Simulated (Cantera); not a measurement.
Gas mixture: 100 % O2, at 0.987 atm, frozen composition.

Cantera's kinetic-theory transport with the Lennard-Jones parameters of GRI-Mech 3.0, ideal gas; thermal conductivity in the multicomponent form.

D: mixture-averaged diffusion coefficient of that species in the mixture.

| T (K) | ρ (kg/m³) | cp (J/kg/K) | μ (µPa s) | λ (mW/m/K) | Pr | D (cm²/s) H | D (cm²/s) NO | D (cm²/s) CO2 |
|---|---|---|---|---|---|---|---|---|
| 400 | 0.962 | 941.4 | 25.6 | 33.9 | 0.712 | 2.15 | 0.344 | 0.267 |
| 500 | 0.770 | 971.4 | ___ | ___ | 0.711 | ___ | ___ | ___ |
| 600 | 0.641 | 1003 | 34.1 | 48.1 | 0.710 | 4.34 | 0.688 | 0.548 |
| 700 | 0.550 | 1031 | 37.8 | 54.9 | 0.710 | 5.65 | 0.892 | 0.715 |
| 800 | 0.481 | 1055 | 41.4 | 61.5 | 0.710 | 7.08 | 1.12 | 0.899 |
| 900 | 0.428 | 1074 | 44.7 | ___ | 0.709 | ___ | ___ | ___ |

**Question.** Fill in the missing entries.

**Answer.** 
- 500, μ (µPa s): 30.0
- 500, λ (mW/m/K): 41.1
- 500, D (cm²/s) H: 3.18
- 500, D (cm²/s) NO: 0.504
- 500, D (cm²/s) CO2: 0.398
- 900, λ (mW/m/K): 67.7
- 900, D (cm²/s) H: 8.63
- 900, D (cm²/s) NO: 1.36
- 900, D (cm²/s) CO2: 1.10
